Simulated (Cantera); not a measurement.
What does this Cantera script print?

```python
import numpy as np
import cantera as ct

gas = ct.Solution("gri30.yaml")


def delay(T, t_max=10):
    gas.TPX = T, 2200000, {'CH3OH': 1, 'O2': 0.75, 'N2': 2.82}
    reactor = ct.IdealGasConstPressureReactor(gas, clone=False)
    net = ct.ReactorNet([reactor])
    net.rtol, net.atol = 1e-8, 1e-16
    while net.time < t_max:
        t_old, T_old = net.time, reactor.T
        net.step()
        if reactor.T > T + 400:  # ignition: a rise of 400 K
            return t_old + (T + 400 - T_old) / (reactor.T - T_old) * (net.time - t_old)
    return np.nan


taus = []
for T in [1175, 1275, 1375, 1475, 1575, 1675, 1775, 1875, 1975]:
    taus.append(delay(T))
    print(f"T0 = {T:6g} K   tau = {taus[-1]:.4e} s")
```

Result:

```
T0 =   1175 K   tau = 1.1417e-03 s
T0 =   1275 K   tau = 2.2389e-04 s
T0 =   1375 K   tau = 5.6741e-05 s
T0 =   1475 K   tau = 1.7903e-05 s
T0 =   1575 K   tau = 6.8141e-06 s
T0 =   1675 K   tau = 3.0231e-06 s
T0 =   1775 K   tau = 1.5114e-06 s
T0 =   1875 K   tau = 8.3055e-07 s
T0 =   1975 K   tau = 4.9441e-07 s
```

Computed with Cantera and GRI-Mech 3.0 (53 species, 325 reactions). GRI-Mech 3.0 was tuned for natural gas; its chemistry of methanol as a main component is partial and can be far from experiment. The pressure lies above the range GRI-Mech 3.0 was tuned for (to about 10 atm).
